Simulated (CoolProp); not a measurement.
Computed with CoolProp (reference Helmholtz-energy equation of state, Gao 2016).

### Question
Give the vapour pressure (kPa), liquid density (kg/m³), vapour density (kg/m³), surface tension (mN/m) of saturated sulfur dioxide at 317.7, 325.9 K.

### Answer
```csv
T (K),p (kPa),liquid density (kg/m³),vapour density (kg/m³),surface tension (mN/m)
317.7,721,1310,19.5,17.9
325.9,908,1280,24.4,16.3
```

Surface tension comes from a separate correlation (Mulero 2012).
